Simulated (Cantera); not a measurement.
Mixture: CO : H₂ : CH₄ : O₂ : N₂ = 1 : 1.3 : 0.55 : 1.07 : 4.03 (molar parts), equivalence ratio 2.1, at 7.40 atm, adiabatic and at constant pressure. Ignition delay is the time to a rise of 400 K.

Model: GRI-Mech 3.0 (53 species, 325 reactions), integrated in Cantera.

### Question
Predict: delay at 1025 K; delay at 1125 K; delay at 1225 K; delay at 1325 K; delay at 1425 K; delay at 1525 K; delay at 1625 K; apparent activation energy between 1425 and 1625 K.

### Answer
```
Item                                                    Result
--------------------------------------------------  ----------
delay at 1025 K                                        2.39 ms
delay at 1125 K                                       0.308 ms
delay at 1225 K                                        95.0 µs
delay at 1325 K                                        43.5 µs
delay at 1425 K                                        23.1 µs
delay at 1525 K                                        13.2 µs
delay at 1625 K                                        8.07 µs
apparent activation energy between 1425 and 1625 K  100 kJ/mol
```
